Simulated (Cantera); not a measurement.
Input (Python, Cantera):

```python
import numpy as np
import cantera as ct

gas = ct.Solution("gri30.yaml", transport_model="multicomponent")
show = ['OH', 'H2O', 'H2']

rows = []
print(f"{'T/K':>7s}{'rho':>11s}{'cp':>10s}{'mu':>11s}{'lambda':>11s}{'Pr':>7s}" + "".join(f"{'D_' + s:>11s}" for s in show))
for T in [400, 650, 900, 1150, 1400, 1650, 1900, 2150]:
    gas.TPX = T, 320000, {'N2': 0.25}
    Pr = gas.cp_mass * gas.viscosity / gas.thermal_conductivity
    D = [gas.mix_diff_coeffs_mole[gas.species_index(s)] for s in show]
    rows.append([gas.density, gas.cp_mass, gas.viscosity, gas.thermal_conductivity, Pr, *D])
    print(f"{T:7g}{gas.density:11.4e}{gas.cp_mass:10.1f}{gas.viscosity:11.4e}"
          f"{gas.thermal_conductivity:11.4e}{Pr:7.3f}" + "".join(f"{d:11.4e}" for d in D))
print("SI units: kg/m3, J/kg/K, Pa s, W/m/K, m2/s")
```

Output:

```
    T/K        rho        cp         mu     lambda     Pr       D_OH      D_H2O       D_H2
    400 2.6954e+00    1046.6 2.2340e-05 3.2949e-02  0.710 1.6575e-05 1.2542e-05 4.0173e-05
    650 1.6587e+00    1084.0 3.1222e-05 4.7935e-02  0.706 3.7751e-05 3.0807e-05 9.0569e-05
    900 1.1980e+00    1147.0 3.8733e-05 6.2946e-02  0.706 6.5063e-05 5.4902e-05 1.5555e-04
   1150 9.3755e-01    1195.4 4.5455e-05 7.7002e-02  0.706 9.7827e-05 8.3995e-05 2.3355e-04
   1400 7.7013e-01    1230.7 5.1644e-05 9.0086e-02  0.706 1.3560e-04 1.1757e-04 3.2349e-04
   1650 6.5344e-01    1257.7 5.7439e-05 1.0241e-01  0.705 1.7804e-04 1.5530e-04 4.2459e-04
   1900 5.6746e-01    1278.0 6.2924e-05 1.1403e-01  0.705 2.2491e-04 1.9692e-04 5.3625e-04
   2150 5.0148e-01    1293.2 6.8156e-05 1.2502e-01  0.705 2.7599e-04 2.4227e-04 6.5795e-04
SI units: kg/m3, J/kg/K, Pa s, W/m/K, m2/s
```

Model: GRI-Mech 3.0 (53 species, 325 reactions), integrated in Cantera.
